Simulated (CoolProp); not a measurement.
Fluorine along the isotherm 151.8 K: fugacity coefficient from the reference equation and from simpler models built on Tc = 144.4 K, pc = 5.240 MPa, ω = 0.045; each cubic takes its own stable root.

Computed with CoolProp (reference Helmholtz-energy equation of state, de Reuck 1990).

| p (MPa) | phase | reference |
|---|---|---|
| 1.31 | gas | 0.9305 |
| 2.62 | gas | 0.8614 |
| 3.93 | gas | 0.7927 |
| 5.24 | supercritical | 0.7238 |
| 6.55 | supercritical | 0.6519 |
| 7.86 | supercritical | 0.5789 |
| 9.17 | supercritical | 0.5211 |
| 10.5 | supercritical | 0.4764 |
| 11.8 | supercritical | 0.4423 |
| 13.1 | supercritical | 0.4151 |

**Question.** How far does each simpler model (Redlich-Kwong, Soave-Redlich-Kwong, Peng-Robinson) lie from the reference over these 10 states: mean and median of the absolute difference, and the worst?

**Answer.** 
- Redlich-Kwong: mean 0.7 %, median 0.7 %, worst +1.3 % at 151.8 K and 13.1 MPa
- Soave-Redlich-Kwong: mean 0.8 %, median 0.6 %, worst +1.9 % at 151.8 K and 13.1 MPa
- Peng-Robinson: mean 3.6 %, median 4.2 %, worst -4.4 % at 151.8 K and 6.55 MPa
